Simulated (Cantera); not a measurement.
A perfectly stirred reactor is fed with CH4 : C2H6 : O2 : N2 = 1 : 0.13 : 4.09 : 15.4 (molar parts), equivalence ratio 0.60, at 10.0 bar; it is adiabatic with a 525 K inlet, and is followed from long to short residence time, starting on the burning branch (τ in s: 0.29, 0.1, 0.036, 0.013, 0.0045, 0.0016, 0.00056, 0.0002, 7e-05, 2.5e-05, 8.7e-06).

Computed with Cantera and GRI-Mech 3.0 (53 species, 325 reactions).

What does this change do: inlet temperature 525 to 700 K?


```
quantity                                                                       before                               after
------------------------------------------------  -----------------------------------  ----------------------------------
blow-out, bracketed by the residence times tried  burning at 0.200 ms, out at 70.0 µs  burning at 70.0 µs, out at 25.0 µs
x(CH4) at τ = 0.290 s                                                         9.56e-7                             3.96e-7
x(C2H6) at τ = 0.290 s                                                        2.34e-8                             8.93e-9
x(O2) at τ = 0.290 s                                                           0.0789                              0.0784
x(HO2) at τ = 0.290 s                                                         1.43e-6                             2.48e-6
x(CH2O) at τ = 0.290 s                                                        1.10e-7                             5.27e-8
x(CH4) at τ = 1.60 ms                                                         6.43e-5                             3.78e-5
x(C2H6) at τ = 1.60 ms                                                        2.05e-6                             1.07e-6
x(O2) at τ = 1.60 ms                                                           0.0796                              0.0792
x(HO2) at τ = 1.60 ms                                                         9.87e-6                             6.63e-6
x(CH2O) at τ = 1.60 ms                                                        8.41e-6                             5.50e-6
```

What does this change do: O2 4.09 to 6 parts?


| quantity | before | after |
|---|---|---|
| blow-out, bracketed by the residence times tried | burning at 0.200 ms, out at 70.0 µs | burning at 0.560 ms, out at 0.200 ms |
| x(CH4) at τ = 0.290 s | 9.56e-7 | 1.47e-6 |
| x(C2H6) at τ = 0.290 s | 2.34e-8 | 4.12e-8 |
| x(O2) at τ = 0.290 s | 0.0789 | 0.157 |
| x(HO2) at τ = 0.290 s | 1.43e-6 | 1.45e-6 |
| x(CH2O) at τ = 0.290 s | 1.10e-7 | 1.65e-7 |
| x(CH4) at τ = 1.60 ms | 6.43e-5 | 0.000100 |
| x(C2H6) at τ = 1.60 ms | 2.05e-6 | 3.41e-6 |
| x(O2) at τ = 1.60 ms | 0.0796 | 0.158 |
| x(HO2) at τ = 1.60 ms | 9.87e-6 | 1.59e-5 |
| x(CH2O) at τ = 1.60 ms | 8.41e-6 | 1.22e-5 |
